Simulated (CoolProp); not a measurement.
R124 at several states: fugacity coefficient from the reference equation and from simpler models built on Tc = 395.4 K, pc = 3624 kPa, ω = 0.288; each cubic takes its own stable root.

The numbers come from the reference Helmholtz-energy equation of state, de Vries 1995 in CoolProp.

```
T (K)  p (kPa)   phase  reference  van der Waals  Redlich-Kwong  Peng-Robinson
-----  -------  ------  ---------  -------------  -------------  -------------
414.7      391     gas     0.9686         0.9716         0.9682         0.9652
139.8      211  liquid   9.631e-6        0.03015       6.711e-5       1.428e-5
416.8     3060     gas     0.7667         0.7811         0.7635         0.7492
323.1    19600  liquid    0.06948         0.1811        0.09770        0.06765
```
